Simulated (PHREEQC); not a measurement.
4.9 g of hydrous ferric oxide (600 m²/g; 0.2 weak and 0.005 strong sites per Fe, Dzombak-Morel constants, diffuse double layer) in 1 kg of water with 0.3 mol/kgw of an inert sodium salt and 0.00074 mol CaCl2, at 25 °C; the pH is set by adding NaOH or the inert anion's acid. Oxygen alone is held at its pressure in air (log pO2 = -0.68). CO2 from the air is kept out. Precipitation was switched off in this run.

Computed with PHREEQC (ion-association model, wateq4f.dat).

| pH | Ca sorbed (%) | surface charge σ (C/m²) | surface potential ψ (mV) |
|---|---|---|---|
| 3 | 0.0 | 0.368 | 125 |
| 3.5 | 0.0 | 0.363 | 124 |
| 4 | 0.0 | 0.349 | … |
| 4.5 | 0.0 | 0.319 | … |
| 5.5 | 0.2 | 0.211 | 97 |
| 6 | 0.7 | 0.155 | 82 |
| 6.5 | 2.7 | 0.106 | 65 |
| 7 | 9.7 | 0.068 | 47 |
| 7.5 | 23.7 | … | 28 |
| 8 | 43.9 | 0.011 | 9 |
| 8.5 | … | … | … |
| 9.5 | 98.9 | -0.074 | -50 |
| 10 | … | -0.115 | -69 |
| 10.5 | 100.0 | -0.164 | -85 |
| 11 | 100.0 | -0.217 | -99 |

### Question
Some entries are withheld; supply them.

### Answer

- 4, surface potential ψ (mV): 122
- 4.5, surface potential ψ (mV): 118
- 7.5, surface charge σ (C/m²): 0.037
- 8.5, Ca sorbed (%): 74.1
- 8.5, surface charge σ (C/m²): -0.014
- 8.5, surface potential ψ (mV): -11
- 10, Ca sorbed (%): 99.8

Species that the database lacks are ignored. The oxide is taken as insoluble; below pH 4 it would dissolve.
